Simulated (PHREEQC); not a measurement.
Solution (25 °C): 0.08 mol NH4HSO4 per kg of water. Closed to the air; pH follows from the charge balance.

The numbers come from PHREEQC with the ion-association model, wateq4f.dat.

Question: The ionic strength comes out as 0.140 mol/kgw. What activity coefficients do HSO4-, H+, SO4-2, NH4SO4-, NH4+ get?

Answer: HSO4- 0.75, H+ 0.81, SO4-2 0.33, NH4SO4- 0.76, NH4+ 0.76.

No solid was allowed to form.
